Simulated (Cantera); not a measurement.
What does this Cantera script print?

```python
import numpy as np
import cantera as ct

gas = ct.Solution("h2o2.yaml")
gas.TPX = 650, 100000, {'H2': 1, 'O2': 0.893, 'N2': 2.41}
flame = ct.FreeFlame(gas, width=0.04)
flame.set_refine_criteria(ratio=3, slope=0.08, curve=0.16)
flame.transport_model = "mixture-averaged"
flame.solve(loglevel=0, auto=True)
z, T = flame.grid, flame.T
thick = (T[-1] - T[0]) / np.gradient(T, z).max()
show = ['H2', 'O2', 'OH', 'H2O', 'H2O2', 'O']
print(f"laminar burning velocity  {flame.velocity[0] * 100:.3f} cm/s")
print(f"burnt temperature         {T[-1]:.1f} K")
print(f"thermal thickness         {thick * 1e3:.4f} mm")
print(f"grid points               {len(z)}")
z0 = z[flame.heat_release_rate.argmax()]
print(f"{'z/mm':>9s}{'T/K':>9s}{'u/(m/s)':>9s}" + "".join(f"{s:>11s}" for s in show))
rows = []
for k in (-3, -2, -1.5, -1, -0.5, -0.25, 0, 0.25, 0.5, 1, 2, 4, 8):
    zz = z0 + k * thick
    rows.append([k * thick, np.interp(zz, z, T), np.interp(zz, z, flame.velocity),
                 *(np.interp(zz, z, flame.X[gas.species_index(s)]) for s in show)])
    print(f"{rows[-1][0] * 1e3:9.3f}{rows[-1][1]:9.1f}{rows[-1][2]:9.3f}" + "".join(f"{x:11.3e}" for x in rows[-1][3:]))
```

It prints:

```
laminar burning velocity  701.895 cm/s
burnt temperature         2286.9 K
thermal thickness         0.4056 mm
grid points               128
     z/mm      T/K  u/(m/s)         H2         O2         OH        H2O       H2O2          O
   -1.217    650.0    7.019  2.324e-01  2.075e-01  8.545e-16  1.526e-11  3.070e-14  1.777e-14
   -0.811    650.0    7.019  2.324e-01  2.075e-01  8.417e-14  6.241e-10  1.512e-12  1.710e-12
   -0.608    650.0    7.019  2.324e-01  2.075e-01  9.170e-12  2.010e-08  7.003e-11  1.654e-10
   -0.406    650.1    7.018  2.322e-01  2.076e-01  2.118e-09  1.057e-06  5.678e-09  1.508e-08
   -0.203    672.2    7.201  2.249e-01  2.085e-01  8.370e-05  1.296e-03  5.303e-06  1.640e-05
   -0.101    860.9    8.995  1.893e-01  2.052e-01  9.129e-04  2.040e-02  1.548e-05  5.424e-04
    0.000   1248.1   12.639  1.001e-01  1.693e-01  4.901e-03  9.968e-02  9.517e-06  7.236e-03
    0.101   1545.7   15.485  3.495e-02  1.206e-01  1.243e-02  1.796e-01  4.195e-06  1.733e-02
    0.203   1701.8   16.943  2.028e-02  1.059e-01  1.629e-02  2.036e-01  2.178e-06  1.947e-02
    0.406   1862.5   18.373  1.581e-02  1.016e-01  1.886e-02  2.162e-01  1.120e-06  1.658e-02
    0.811   2013.9   19.668  1.182e-02  1.002e-01  1.943e-02  2.277e-01  6.410e-07  1.191e-02
    1.622   2137.5   20.692  7.535e-03  9.997e-02  1.763e-02  2.385e-01  4.192e-07  7.343e-03
    3.245   2225.0   21.401  4.041e-03  1.007e-01  1.408e-02  2.471e-01  3.190e-07  3.867e-03
```

Model: the H2/O2 subset of GRI-Mech 3.0, which has no nitrogen chemistry, integrated in Cantera. Burning velocities carry a grid error of a few per cent, more on coarse grids. Lean hydrogen flames are cellular in practice and burn faster than this planar one.
